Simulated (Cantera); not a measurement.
Equilibrium for silicon oxide and oxynitride deposition: TEOS + N2O

Input: 1 mol TEOS, 2.1 mol N2O, equilibrated at 925 K and 30.0 mbar.

Cantera equilibrium calculation (NASA polynomials, part measured and part estimated; ideal gas, pure solids and liquids). Candidate condensed phases: C, C6H6, C7H8, C8H18, H2O, Si, SiC, SiO2, Si2N2O, Si3N4; 151 gas species. The feed counts by its element totals alone. Rates play no part.

The x(H2) is 0.614. The x(CO) is 0.240, the x(N2) is 0.131 and the x(H2O) is 0.00657. The x(CO2) is 0.00518 and the x(CH4) is 0.00257. The x(NH3) is 5.21e-6, the n(C(graphite)) is 4.05 mol and the n(SiO2(β-quartz)) comes out as 1.00 mol. The gas amount comes out as 15.97 mol. The log10 activity of Si(s) (absent) is -15.82.
